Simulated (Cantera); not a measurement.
An adiabatic, constant-volume homogeneous reactor starts with CH₄ : O₂ : N₂ = 1 : 4.65 : 17.5 (molar parts), at 1325 K and 8.00 bar.

Computed with Cantera and GRI-Mech 3.0 (53 species, 325 reactions).

Question: Predict: time of steepest temperature rise; temperature at 0.800 s; equilibrium temperature; x(O₂) at 0.800 s; x(H) at 0.800 s; x(NO) at 0.800 s.

Answer: 
```json
{
  "time_of_steepest_temperature_rise": "0.928 ms",
  "temperature at 0.800 s": "2409 K",
  "equilibrium_temperature": "2409 K",
  "x(O₂) at 0.800 s": "0.106 (gas-phase equilibrium 0.106)",
  "x(H) at 0.800 s": "6.97e-5 (gas-phase equilibrium 6.97e-5)",
  "x(NO) at 0.800 s": "0.0135 (gas-phase equilibrium 0.0135)"
}
```
